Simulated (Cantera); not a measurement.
## SiF₄ + NH₃ + H₂ (silicon nitride deposition)

A closed system holds: 1 mol SiF₄, 3.8 mol NH₃, 0.19 mol H₂.

These are equilibrium values from Cantera (NASA tables, ideal gas, pure condensed phases), not measurements of a reactor. Candidate condensed phases: Si, Si₃N₄; 37 gas species. The tables' values for SiF₂, SiF₃ are old estimates. Rates play no part.

Question: Map the stable condensed phases over T = 725, 800, 875, 950, 1025, 1100, 1175, 1250, 1325, 1400, 1475, 1550, 1625, 1700 K and P in Pa = 5, 26, 140, 710, 3700, 19000, 100000.

Answer: 
```
T in K \ P in Pa
              5     26    140    710   3700  19000 100000
   1700       A      A      A      A      A      A      A
   1625       A      A      A      A      A      A      A
   1550       A      A      A      A      A      A      A
   1475       A      A      A      A      A      A      A
   1400       A      A      A      A      A      A      A
   1325       A      A      A      A      B      B      B
   1250       A      A      A      B      B      B      B
   1175       A      B      B      B      B      B      B
   1100       B      B      B      B      B      B      B
   1025       B      B      B      B      B      B      B
    950       B      B      B      B      B      B      B
    875       B      B      B      B      B      B      B
    800       B      B      B      B      B      A      A
    725       A      A      A      A      A      A      A
```
A: gas only; B: Si₃N₄.
